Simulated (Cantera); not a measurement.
**Pb + O₂ + N₂ (metals in furnace atmospheres)**

Input: 1 mol Pb, 2 mol O₂, a varied amount of N₂, equilibrated at 300 Torr.

These are equilibrium values from Cantera (NASA tables, ideal gas, pure condensed phases), not measurements of a reactor. Candidate condensed phases: Pb, PbO, PbO₂, Pb₃O₄; 12 gas species. The numbers say what is thermodynamically allowed, not how fast it happens.

Stable condensed phases:

```
T in °C \ n(N₂) in mol
         1.9   3 4.8 7.6  12  19  31  49  77 120 200
   1625    A   A   A   A   A   A   A   A   A   A   A
   1475    A   A   A   A   A   A   A   A   A   A   A
   1325    B   B   B   B   A   A   A   A   A   A   A
   1175    B   B   B   B   B   B   B   B   B   A   A
   1025    B   B   B   B   B   B   B   B   B   B   B
    875    B   B   B   B   B   B   B   B   B   B   B
    725    B   B   B   B   B   B   B   B   B   B   B
    575    B   B   B   B   B   B   B   B   B   B   B
    425    B   B   B   B   B   B   B   B   B   B   B
```

A: gas only; B: PbO.
